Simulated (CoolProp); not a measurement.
The numbers come from the reference Helmholtz-energy equation of state, Schmidt 1985 in CoolProp.

Q: For oxygen, give the phase and the expansivity (1/kK), Prandtl number at 177.5 K and 3780 kPa.

A: 
- 177.5 K and 3780 kPa: gas; expansivity 10.4, Prandtl number 0.927

Viscosity comes from a separate model (Lemmon 2004). Thermal conductivity comes from a separate model (Lemmon 2004).
